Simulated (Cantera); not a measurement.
## Thermodynamics of fluorocarbon and chlorocarbon gases, feed CF4 + H2

Input: 1 mol CF4, 0.22 mol H2, equilibrated at 10000 Pa.

Cantera equilibrium calculation (NASA polynomials, part measured and part estimated; ideal gas, pure solids and liquids). Candidate condensed phases: C, C6H6, C7H8, C8H18; 95 gas species. The tables' values for C2F4 are old estimates; treat these amounts as uncertain. Condensed phases not in the tables: fluorocarbon polymer. Gases not in the tables: C2F6 and larger saturated fluorocarbons. Kinetics and transport are ignored.

From 577 °C to 1927 °C the condensed part is C(graphite). From 2077 °C to 2527 °C nothing is condensed. The main C-bearing gas is CF4 at 577 °C and CF2 at 2527 °C.

```json
[
 {"T (°C)": "577", "x CF4": "0.669", "x F": "<1e-12", "x HF": "0.331", "x CF2": "3.43e-12", "x CF": "<1e-12", "x CF3": "3.48e-11", "n C(graphite)": "0.110"},
 {"T (°C)": "727", "x CF4": "0.669", "x F": "3.13e-11", "x HF": "0.331", "x CF2": "1.40e-9", "x CF": "<1e-12", "x CF3": "4.47e-9", "n C(graphite)": "0.110"},
 {"T (°C)": "877", "x CF4": "0.669", "x F": "4.45e-9", "x HF": "0.331", "x CF2": "1.17e-7", "x CF": "<1e-12", "x CF3": "1.60e-7", "n C(graphite)": "0.110"},
 {"T (°C)": "1027", "x CF4": "0.669", "x F": "2.02e-7", "x HF": "0.331", "x CF2": "3.49e-6", "x CF": "4.14e-12", "x CF3": "2.50e-6", "n C(graphite)": "0.110"},
 {"T (°C)": "1177", "x CF4": "0.669", "x F": "4.18e-6", "x HF": "0.331", "x CF2": "5.10e-5", "x CF": "4.32e-10", "x CF3": "2.20e-5", "n C(graphite)": "0.110"},
 {"T (°C)": "1327", "x CF4": "0.669", "x F": "4.90e-5", "x HF": "0.331", "x CF2": "0.000447", "x CF": "1.88e-8", "x CF3": "0.000128", "n C(graphite)": "0.110"},
 {"T (°C)": "1477", "x CF4": "0.666", "x F": "0.000377", "x HF": "0.330", "x CF2": "0.00268", "x CF": "4.23e-7", "x CF3": "0.000549", "n C(graphite)": "0.108"},
 {"T (°C)": "1627", "x CF4": "0.656", "x F": "0.00210", "x HF": "0.328", "x CF2": "0.0119", "x CF": "5.78e-6", "x CF3": "0.00185", "n C(graphite)": "0.102"},
 {"T (°C)": "1777", "x CF4": "0.623", "x F": "0.00899", "x HF": "0.321", "x CF2": "0.0417", "x CF": "5.30e-5", "x CF3": "0.00503", "n C(graphite)": "0.0828"},
 {"T (°C)": "1927", "x CF4": "0.539", "x F": "0.0308", "x HF": "0.303", "x CF2": "0.116", "x CF": "0.000349", "x CF3": "0.0111", "n C(graphite)": "0.0325"},
 {"T (°C)": "2077", "x CF4": "0.423", "x F": "0.107", "x HF": "0.273", "x CF2": "0.180", "x CF": "0.000971", "x CF3": "0.0165", "n C(graphite)": "0"},
 {"T (°C)": "2227", "x CF4": "0.240", "x F": "0.282", "x HF": "0.219", "x CF2": "0.238", "x CF": "0.00242", "x CF3": "0.0187", "n C(graphite)": "0"},
 {"T (°C)": "2377", "x CF4": "0.0653", "x F": "0.454", "x HF": "0.167", "x CF2": "0.292", "x CF": "0.00768", "x CF3": "0.0137", "n C(graphite)": "0"},
 {"T (°C)": "2527", "x CF4": "0.00951", "x F": "0.520", "x HF": "0.147", "x CF2": "0.293", "x CF": "0.0241", "x CF3": "0.00648", "n C(graphite)": "0"}
]
```
x: gas mole fraction; n: condensed amount in mol.
